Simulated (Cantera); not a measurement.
A perfectly stirred reactor is fed with 19.2 % CO, 1.13 % H₂, 1.56 % CH₄, 16.4 % O₂, 61.7 % N₂, at 0.415 atm; it is adiabatic with a 473 K inlet, and is followed from long to short residence time, starting on the burning branch (τ in s: 0.088, 0.048, 0.026, 0.015, 0.008, 0.0044, 0.0024, 0.0013, 0.00073, 0.0004, 0.00022, 0.00012, 6.7e-05).

Detailed kinetics in Cantera: GRI-Mech 3.0 (53 species, 325 reactions).

x: mole fraction; the columns are a selection and need not sum to one.

```json
[
 {"τ (s)": "0.088", "T (K)": "2194", "x CO": "0.0268", "x H₂": "0.00107", "x CH₄": "8.37e-7", "x CO₂": "0.201", "x C₂H₆": "<1e-12", "x CH₃": "2.57e-7", "x H₂O": "0.0426"},
 {"τ (s)": "0.048", "T (K)": "2147", "x CO": "0.0321", "x H₂": "0.00133", "x CH₄": "1.29e-6", "x CO₂": "0.194", "x C₂H₆": "<1e-12", "x CH₃": "3.62e-7", "x H₂O": "0.0417"},
 {"τ (s)": "0.026", "T (K)": "2087", "x CO": "0.0385", "x H₂": "0.00167", "x CH₄": "2.00e-6", "x CO₂": "0.187", "x C₂H₆": "<1e-12", "x CH₃": "5.03e-7", "x H₂O": "0.0406"},
 {"τ (s)": "0.015", "T (K)": "2025", "x CO": "0.0445", "x H₂": "0.00202", "x CH₄": "2.99e-6", "x CO₂": "0.180", "x C₂H₆": "<1e-12", "x CH₃": "6.75e-7", "x H₂O": "0.0394"},
 {"τ (s)": "0.0080", "T (K)": "1946", "x CO": "___", "x H₂": "___", "x CH₄": "___", "x CO₂": "0.172", "x C₂H₆": "<1e-12", "x CH₃": "___", "x H₂O": "0.0378"},
 {"τ (s)": "0.0044", "T (K)": "1865", "x CO": "0.0577", "x H₂": "0.00291", "x CH₄": "8.02e-6", "x CO₂": "0.164", "x C₂H₆": "1.16e-12", "x CH₃": "1.34e-6", "x H₂O": "0.0361"},
 {"τ (s)": "0.0024", "T (K)": "1775", "x CO": "0.0639", "x H₂": "0.00333", "x CH₄": "1.38e-5", "x CO₂": "0.156", "x C₂H₆": "3.16e-12", "x CH₃": "1.93e-6", "x H₂O": "0.0341"},
 {"τ (s)": "0.0013", "T (K)": "1677", "x CO": "0.0705", "x H₂": "0.00368", "x CH₄": "2.56e-5", "x CO₂": "0.148", "x C₂H₆": "1.01e-11", "x CH₃": "2.88e-6", "x H₂O": "0.0320"},
 {"τ (s)": "0.00073", "T (K)": "1575", "x CO": "0.0786", "x H₂": "0.00389", "x CH₄": "5.03e-5", "x CO₂": "0.138", "x C₂H₆": "3.79e-11", "x CH₃": "4.40e-6", "x H₂O": "0.0302"},
 {"τ (s)": "0.00040", "T (K)": "1444", "x CO": "0.0950", "x H₂": "0.00399", "x CH₄": "0.000129", "x CO₂": "0.120", "x C₂H₆": "2.68e-10", "x CH₃": "7.75e-6", "x H₂O": "0.0295"},
 {"τ (s)": "0.00022", "T (K)": "473", "x CO": "0.192", "x H₂": "0.0113", "x CH₄": "0.0156", "x CO₂": "<1e-12", "x C₂H₆": "<1e-12", "x CH₃": "<1e-12", "x H₂O": "<1e-12"},
 {"τ (s)": "0.00012", "T (K)": "473", "x CO": "0.192", "x H₂": "0.0113", "x CH₄": "0.0156", "x CO₂": "<1e-12", "x C₂H₆": "<1e-12", "x CH₃": "<1e-12", "x H₂O": "<1e-12"},
 {"τ (s)": "6.7e-5", "T (K)": "473", "x CO": "0.192", "x H₂": "0.0113", "x CH₄": "0.0156", "x CO₂": "<1e-12", "x C₂H₆": "<1e-12", "x CH₃": "<1e-12", "x H₂O": "<1e-12"}
]
```

Q: What belongs in the gaps?

A: 
- 0.0080, x CO: 0.0513
- 0.0080, x H₂: 0.00247
- 0.0080, x CH₄: 4.88e-6
- 0.0080, x CH₃: 9.52e-7
